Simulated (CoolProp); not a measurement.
1-butene along the isotherm 194.35 °C: Z from the reference equation and from simpler models built on Tc = 146.1 °C, pc = 4.006 MPa, ω = 0.192; each cubic takes its own stable root.

The numbers come from the reference Helmholtz-energy equation of state, Lemmon 2005 in CoolProp. It is a short technical equation, of lower accuracy than the large ones.

```
p (MPa)          phase  reference
-------  -------------  ---------
3.34               gas     0.7683
6.68     supercritical     0.4802
10       supercritical     0.4363
13.4     supercritical     0.5087
16.7     supercritical     0.5904
20       supercritical     0.6737
23.4     supercritical     0.7593
26.7     supercritical     0.8416
30       supercritical     0.9230
33.4     supercritical      1.006
36.7     supercritical      1.085
40.1     supercritical      1.166
```

How far does each simpler model (van der Waals, Redlich-Kwong) lie from the reference over these 12 states: mean and median of the absolute difference, and the worst?


- van der Waals: mean 24.3 %, median 29.0 %, worst +31.2 % at 194.35 °C and 40.1 MPa
- Redlich-Kwong: mean 4.5 %, median 4.2 %, worst +8.9 % at 194.35 °C and 10 MPa
